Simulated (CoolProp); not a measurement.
Carbonyl sulfide along the isotherm 199.3 K: density (kg/m³) from the reference equation and from simpler models built on Tc = 378.8 K, pc = 6369 kPa, ω = 0.098; each cubic takes its own stable root.

Model: reference Helmholtz-energy equation of state, Lemmon 2006, in CoolProp. It is a short technical equation, of lower accuracy than the large ones.

| p (kPa) | phase | reference | van der Waals | Redlich-Kwong | Soave-Redlich-Kwong | Peng-Robinson |
|---|---|---|---|---|---|---|
| 1770 | liquid | 1226 | 787.9 | 1165 | 1165 | 1312 |
| 3540 | liquid | 1228 | 791.4 | 1168 | 1168 | 1315 |
| 5310 | liquid | 1230 | 794.8 | 1170 | 1170 | 1317 |
| 7080 | liquid | 1232 | 798.0 | 1173 | 1172 | 1319 |
| 8850 | liquid | 1234 | 801.0 | 1175 | 1175 | 1321 |
| 10600 | liquid | 1236 | 803.9 | 1177 | 1177 | 1323 |
| 12400 | liquid | 1238 | 806.7 | 1179 | 1179 | 1325 |
| 14200 | liquid | 1240 | 809.3 | 1181 | 1181 | 1327 |
| 15900 | liquid | 1242 | 811.7 | 1183 | 1183 | 1329 |
